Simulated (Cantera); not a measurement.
An isothermal, constant-pressure homogeneous reactor starts with 86.2 % NH₃, 13.8 % H₂, at 1775 K and 10.00 Torr.

Cantera simulation using the gas-phase N/H chemistry of the illustrative SiF4/NH3 mechanism in the Surface Chemkin manual (1991); the numbers are that mechanism's predictions, not measurements. Walls and surfaces, which speed up NH3 decomposition in real reactors, are not modelled.

Question: Predict: x(NH₃) at 4.00 s; x(H₂) at 4.00 s; x(H) at 4.00 s; x(N₂H₂) at 4.00 s; x(N₂H₄) at 4.00 s.

Answer: 
| Quantity | Result |
|---|---|
| x(NH₃) at 4.00 s | 0.588 (gas-phase equilibrium 1.31e-7) |
| x(H₂) at 4.00 s | 0.338 (gas-phase equilibrium 0.767) |
| x(H) at 4.00 s | 8.66e-5 (gas-phase equilibrium 0.00221) |
| x(N₂H₂) at 4.00 s | 3.11e-6 (gas-phase equilibrium <1e-12) |
| x(N₂H₄) at 4.00 s | 7.71e-9 (gas-phase equilibrium <1e-12) |
